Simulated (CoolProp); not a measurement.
100 sccm (0 °C, 1 atm) of nitrogen bubbles through liquid m-xylene at 351.4 K and leaves saturated at a total pressure of 0.15 MPa (ideal gas phase). Each further row changes one setting.

Model: reference Helmholtz-energy equation of state, Zhou 2012, in CoolProp.

```json
[
 {"case": "as stated", "vapour pressure (kPa)": "14.1", "mole fraction of vapour": "(withheld)", "delivery (mg/min)": "(withheld)", "delivery (sccm)": "10.4", "change of delivery for a bath 1 K warmer (%)": "4.4"},
 {"case": "bath temperature 356.4 K", "vapour pressure (kPa)": "17.1", "mole fraction of vapour": "(withheld)", "delivery (mg/min)": "(withheld)", "delivery (sccm)": "(withheld)", "change of delivery for a bath 1 K warmer (%)": "4.4"},
 {"case": "total pressure 0.3 MPa", "vapour pressure (kPa)": "14.1", "mole fraction of vapour": "0.0471", "delivery (mg/min)": "23.4", "delivery (sccm)": "4.94", "change of delivery for a bath 1 K warmer (%)": "4.2"}
]
```

Some entries are withheld; supply them.


- as stated, mole fraction of vapour: 0.0941
- as stated, delivery (mg/min): 49.2
- bath temperature 356.4 K, mole fraction of vapour: 0.114
- bath temperature 356.4 K, delivery (mg/min): 61.0
- bath temperature 356.4 K, delivery (sccm): 12.9
